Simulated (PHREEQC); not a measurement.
## Hard or scaling water: speciation

Dissolve 0.0077 mol/kgw CaCl2, 0.00083 mol/kgw NaF and 5.4e-07 mol/kgw H4SiO4 at 25 °C. Closed to the air; pH follows from the charge balance.

The numbers come from PHREEQC with the ion-association model, wateq4f.dat.

```
Quantity                 Value
--------------  --------------
pH                        7.12
ionic strength  0.0239 mol/kgw
```

```csv
species,molality,activity,log γ
Cl-,0.0154,0.0132,-0.067
Ca+2,0.00767,0.00434,-0.247
Na+,0.000830,0.000717,-0.064
F-,0.000800,0.000686,-0.067
CaF+,2.99e-5,2.59e-5,-0.062
H4SiO4,5.39e-7,5.42e-7,0.002
NaF,2.81e-7,2.83e-7,0.002
OH-,1.53e-7,1.31e-7,-0.067
```

Precipitation was switched off in this run. The solution is supersaturated, for example in Fluorite, so a real one may precipitate; this is no full list. SiF6-2 is the database's only silicon fluoride.
